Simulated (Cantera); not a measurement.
# Equilibrium for silicon carbide growth: SiH₂Cl₂ + C₂H₂ + H₂

Feed: 1 mol SiH₂Cl₂, 0.82 mol C₂H₂, 550 mol H₂, held at 100 Torr.

These are equilibrium values from Cantera (NASA tables, ideal gas, pure condensed phases), not measurements of a reactor. Candidate condensed phases: C, C₆H₆, C₇H₈, C₈H₁₈, Si, SiC; 109 gas species. The tables' values for SiCl are old estimates; treat these amounts as uncertain. Gases not in the tables: Si₂H₆ and higher silanes. Equilibrium is a limit: real reactors are often held back by kinetics, nucleation or transport.

| T (°C) | x H₂ | x H | x HCl | x Si | n SiC(s) | n C(graphite) |
|---|---|---|---|---|---|---|
| 877 | 0.995 | 2.04e-7 | 0.00362 | <1e-12 | 1.000 | 0 |
| 977 | 0.995 | 1.32e-6 | 0.00362 | <1e-12 | 1.000 | 0 |
| 1077 | 0.996 | 6.51e-6 | 0.00362 | 5.69e-12 | 1.000 | 0.218 |
| 1177 | 0.996 | 2.58e-5 | 0.00362 | 1.37e-10 | 1.000 | 0.393 |
| 1277 | 0.996 | 8.61e-5 | 0.00362 | 2.19e-9 | 1.000 | 0.473 |
| 1377 | 0.996 | 0.000248 | 0.00362 | 2.49e-8 | 1.000 | 0.492 |
| 1477 | 0.996 | 0.000636 | 0.00361 | 2.14e-7 | 0.999 | 0.446 |
| 1577 | 0.995 | 0.00147 | 0.00361 | 1.46e-6 | 0.997 | 0.305 |
| 1677 | 0.993 | 0.00313 | 0.00360 | 8.10e-6 | 0.991 | 0.00928 |
| 1777 | 0.990 | 0.00618 | 0.00358 | 5.06e-5 | 0.954 | 0 |
| 1877 | 0.984 | 0.0115 | 0.00355 | 0.000250 | 0.794 | 0 |
| 1977 | 0.974 | 0.0201 | 0.00350 | 0.000930 | 0.255 | 0 |
| 2077 | 0.960 | 0.0335 | 0.00345 | 0.00136 | 0 | 0 |
x: gas mole fraction; n: condensed amount in mol.

From 877 °C to 977 °C the condensed part is SiC(s). From 1077 °C to 1677 °C the condensed part is C(graphite) + SiC(s). From 1777 °C to 1977 °C the condensed part is SiC(s). At 2077 °C nothing is condensed. The main Si-bearing gas is SiCl₂ at 877 °C and Si at 2077 °C.
